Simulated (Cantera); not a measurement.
What does this Cantera script print?

```python
import numpy as np
import cantera as ct

gas_names = [...]  # 114 gases of nasa_gas.yaml made of C, Fe, H, O
cond_names = """
    C(gr) C6H6(L) C7H8(L) C8H18(L),n-octa Fe(a) Fe(c) Fe(d) Fe(L) FeC5O5(L) FeO(s) FeO(L) Fe(OH)2(s)
    Fe(OH)3(s) Fe2O3(s) Fe3O4(s) H2O(s) H2O(L)
""".split()


# ... load() reads the species with a 1 bar reference pressure and builds the phases ...
atoms = {
    'Fe2O3': {'Fe': 2, 'O': 3},
    'CO': {'C': 1, 'O': 1},
    'H2': {'H': 2},
}
top_T = {'C(gr)': 4500, 'Fe2O3(s)': 1830, 'Fe3O4(s)': 1870}  # K; cautious upper limits of use, not melting points


# ... equilibrate(T, P, feed) seeds the gas with the atoms and calls Mixture.equilibrate('TP', solver="vcs", rtol=1e-11, max_steps=5000) ...
results = []
T = 1200  # K
P = 13332.2  # Pa
for m in [1.4, 1.7, 2.2, 2.8, 3.6, 4.6, 5.8, 7.4, 9.5, 12, 15]:
    feed = {'Fe2O3': 1, 'CO': m, 'H2': 0.65}  # mol
    mix = equilibrate(T, P, feed)
    results.append((T, P, feed, dict(zip(mix.species_names, mix.species_moles))))

top = {s: max(r[3][s] / sum(r[3][g] for g in gas_names) for r in results) for s in gas_names}
cols = sorted((s for s in top if top[s] > 1e-06), key=lambda s: -top[s])[:7]
seen = [c for c in cond_names if any(r[3].get(c, 0) > 1e-12 for r in results)]
print("log10 of partial pressures in bar; condensed amounts in mol")
print(f"{'n(CO)':>10s}" + "".join(f"{s[:9]:>10s}" for s in cols + seen))
for T, P, feed, n in results:
    ng = sum(n[g] for g in gas_names)
    print(f"{feed['CO']:10.4g}" + "".join(f"{np.log10(max(n[s] / ng * P / 1e5, 1e-99)):10.3f}" for s in cols)
          + "".join(f"{n.get(c, 0):10.4g}" for c in seen))
```

Result:

```
log10 of partial pressures in bar; condensed amounts in mol
     n(CO)        CO       CO2       H2O        H2     Fe(c)    FeO(s)
       1.4    -1.311    -1.375    -1.640    -1.713         0         2
       1.7    -1.240    -1.409    -1.750    -1.719         0         2
       2.2    -1.164    -1.464    -1.907    -1.745         0         2
       2.8    -1.107    -1.523    -2.062    -1.784         0         2
       3.6    -1.058    -1.593    -2.234    -1.837         0         2
       4.6    -1.021    -1.668    -2.409    -1.899         0         2
       5.8    -1.001    -1.696    -2.535    -1.978    0.1149     1.885
       7.4    -0.991    -1.687    -2.632    -2.074    0.3836     1.616
       9.5    -0.984    -1.679    -2.732    -2.175    0.7362     1.264
        12    -0.978    -1.673    -2.828    -2.270     1.156     0.844
        15    -0.973    -1.668    -2.920    -2.363      1.66    0.3402
```

Cantera equilibrium calculation (NASA polynomials, part measured and part estimated; ideal gas, pure solids and liquids). Mutual solubility and eutectic melting of coexisting phases are not modelled. The tables' stoichiometric FeO is somewhat more stable than real wüstite, so its field is too wide. FeO: taken at fixed stoichiometry.
